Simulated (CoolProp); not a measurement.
Vapour pressure (bar) of cyclohexane: the reference equation beside estimates from Tc = 280.5 °C, pc = 40.81 bar, ω = 0.209. Clausius-Clapeyron is anchored at 190.25 °C with a constant enthalpy of vaporisation of 22.10 kJ/mol.

The numbers come from the reference Helmholtz-energy equation of state, Zhou 2014 in CoolProp.

| T (°C) | reference | Lee-Kesler | Clausius-Clapeyron | van der Waals | Redlich-Kwong | Soave-Redlich-Kwong | Peng-Robinson |
|---|---|---|---|---|---|---|---|
| 166.95 | 7.657 | 7.673 | 8.483 | 15.19 | 9.594 | 7.709 | 7.618 |
| 174.75 | 8.815 | 8.831 | 9.424 | 16.48 | 10.87 | 8.885 | 8.776 |
| 182.45 | 10.08 | 10.10 | 10.42 | 17.81 | 12.23 | 10.17 | 10.04 |
| 190.25 | 11.49 | 11.51 | 11.49 | 19.23 | 13.73 | 11.61 | 11.46 |
| 197.95 | 13.03 | 13.03 | 12.62 | 20.69 | 15.33 | 13.17 | 13.00 |
| 205.75 | 14.72 | 14.73 | 13.84 | 22.24 | 17.07 | 14.90 | 14.72 |
| 213.45 | 16.56 | 16.56 | 15.11 | 23.85 | 18.91 | 16.76 | 16.57 |
| 221.25 | 18.58 | 18.58 | 16.47 | 25.54 | 20.91 | 18.82 | 18.61 |
| 228.95 | 20.75 | 20.75 | 17.88 | 27.28 | 23.02 | 21.02 | 20.81 |
| 236.75 | 23.14 | 23.13 | 19.39 | 29.12 | 25.30 | 23.43 | 23.22 |
| 244.45 | 25.69 | 25.69 | 20.96 | 31.01 | 27.68 | 26.01 | 25.80 |

Absolute difference from the reference over all 11 rows, mean and median: Lee-Kesler 0.1 and 0.0 %, Clausius-Clapeyron 9.0 and 8.8 %, van der Waals 54.4 and 51.1 %, Redlich-Kwong 16.2 and 16.0 %, Soave-Redlich-Kwong 1.1 and 1.2 %, Peng-Robinson 0.3 and 0.3 %.
